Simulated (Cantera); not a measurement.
A Cantera script and its output.

```python
import numpy as np
import cantera as ct

gas = ct.Solution("gri30.yaml")


def delay(T, t_max=10):
    gas.TPX = T, 1300000, {'CO': 1, 'H2': 0.59, 'CH4': 1.4, 'O2': 6.09, 'N2': 22.9}
    reactor = ct.IdealGasConstPressureReactor(gas, clone=False)
    net = ct.ReactorNet([reactor])
    net.rtol, net.atol = 1e-8, 1e-16
    while net.time < t_max:
        t_old, T_old = net.time, reactor.T
        net.step()
        if reactor.T > T + 400:  # ignition: a rise of 400 K
            return t_old + (T + 400 - T_old) / (reactor.T - T_old) * (net.time - t_old)
    return np.nan


taus = []
for T in [850, 925, 1000, 1075, 1150, 1225, 1300, 1375]:
    taus.append(delay(T))
    print(f"T0 = {T:6g} K   tau = {taus[-1]:.4e} s")
```

It prints:

```
T0 =    850 K   tau = 6.2878e-01 s
T0 =    925 K   tau = 7.4149e-02 s
T0 =   1000 K   tau = 1.1929e-02 s
T0 =   1075 K   tau = 2.4717e-03 s
T0 =   1150 K   tau = 6.9662e-04 s
T0 =   1225 K   tau = 2.7282e-04 s
T0 =   1300 K   tau = 1.3372e-04 s
T0 =   1375 K   tau = 7.3897e-05 s
```

Detailed kinetics in Cantera: GRI-Mech 3.0 (53 species, 325 reactions). The pressure lies above the range GRI-Mech 3.0 was tuned for (to about 10 atm). Below about 1000 K GRI-Mech 3.0 lacks low-temperature oxidation paths. Below about 950 K walls govern HO2 and H2O2 in real vessels.
